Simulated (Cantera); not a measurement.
Charge: 1 mol B₂O₃, 1.5 mol N₂, at 13300 Pa.

These are equilibrium values from Cantera (NASA tables, ideal gas, pure condensed phases), not measurements of a reactor. Candidate condensed phases: B, BN, B₂O₃; 17 gas species. The numbers say what is thermodynamically allowed, not how fast it happens.

Task: Which condensed phases are stable at each of these points (T (°C)): 925, 1125, 1325, 1525, 1725, 1925, 2125?

Result: 
```tsv
T (°C)	condensed phases	B condensed (%)
925	B₂O₃(l)	100.0
1125	B₂O₃(l)	100.0
1325	B₂O₃(l)	99.8
1525	B₂O₃(l)	96.1
1725	B₂O₃(l)	34.7
1925	gas only	0.0
2125	gas only	0.0
```

From 925 °C to 1725 °C the condensed part is B₂O₃(l). From 1925 °C to 2125 °C nothing is condensed.
